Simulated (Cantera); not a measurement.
Carbothermic reduction: MgO + CO

Feed: 1 mol MgO, 1.5 mol CO, at 2023.15 K.

Cantera equilibrium calculation (NASA polynomials, part measured and part estimated; ideal gas, pure solids and liquids). Candidate condensed phases: C, Mg, MgCO₃, MgO; 15 gas species. Equilibrium is a limit: real reactors are often held back by kinetics, nucleation or transport.

```json
[
 {"P (Pa)": "10", "log p CO": "-4.19", "log p Mg": "-4.76", "log p CO₂": "-4.77", "log p O": "-6.48", "log p O₂": "-6.77", "n MgO(s)": "0.679"},
 {"P (Pa)": "52", "log p CO": "-3.37", "log p Mg": "-4.35", "log p CO₂": "-4.36", "log p O": "-6.88", "log p O₂": "-7.57", "n MgO(s)": "0.860"},
 {"P (Pa)": "270", "log p CO": "-2.60", "log p Mg": "-3.97", "log p CO₂": "-3.97", "log p O": "-7.26", "log p O₂": "-8.33", "n MgO(s)": "0.939"},
 {"P (Pa)": "1400", "log p CO": "-1.87", "log p Mg": "-3.61", "log p CO₂": "-3.61", "log p O": "-7.63", "log p O₂": "-9.07", "n MgO(s)": "0.973"},
 {"P (Pa)": "7200", "log p CO": "-1.15", "log p Mg": "-3.25", "log p CO₂": "-3.25", "log p O": "-7.99", "log p O₂": "-9.79", "n MgO(s)": "0.988"},
 {"P (Pa)": "37000", "log p CO": "-0.43", "log p Mg": "-2.89", "log p CO₂": "-2.89", "log p O": "-8.35", "log p O₂": "-10.50", "n MgO(s)": "0.995"},
 {"P (Pa)": "190000", "log p CO": "0.28", "log p Mg": "-2.53", "log p CO₂": "-2.53", "log p O": "-8.71", "log p O₂": "-11.21", "n MgO(s)": "0.998"},
 {"P (Pa)": "1000000", "log p CO": "1.00", "log p Mg": "-2.17", "log p CO₂": "-2.17", "log p O": "-9.07", "log p O₂": "<-11", "n MgO(s)": "0.999"}
]
```
log p: log10 of the partial pressure in bar; n: condensed amount in mol.

From 0.0750 Torr to 7500 Torr the condensed part is MgO(s). The main Mg-bearing gas is Mg throughout. The share of Mg in condensed phases is highest at 7500 Torr (99.9 %) and lowest at 0.0750 Torr (67.9 %).
